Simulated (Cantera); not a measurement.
Feed: 1 mol Si₃N₄, 4.9 mol H₂O, 7.2 mol H₂, equilibrated at 1875 K and 0.100 bar.

Equilibrium computed with Cantera from the NASA thermochemical tables; the gas is ideal and each condensed phase is pure. Candidate condensed phases: H₂O, Si, SiO₂, Si₂N₂O, Si₃N₄; 35 gas species. The tables hold silica as quartz up to 1696 K and as liquid above; real silica turns to tridymite and cristobalite and melts near 1996 K. Rates play no part.

Base state: H₂ 0.793, N₂ 0.131, SiO 0.0732, H 0.00185, H₂O 0.000965 (mole fractions); condensed: SiO₂(condensed).

### Question
What changes in the equilibrium state with this change: H₂O from 4.9 to 0.029 mol?

### Answer
```tsv
species	before	after
H₂	0.793	0.779
N₂	0.131	0.216
SiO	0.0732	0.00313
H₂O	0.000965	2.38e-7
Si	5.33e-7	9.06e-5
SiO₂(condensed), mol	1.89	0
Si(l), mol	0	2.97
```
Gases not in the tables: Si₂H₆ and higher silanes.
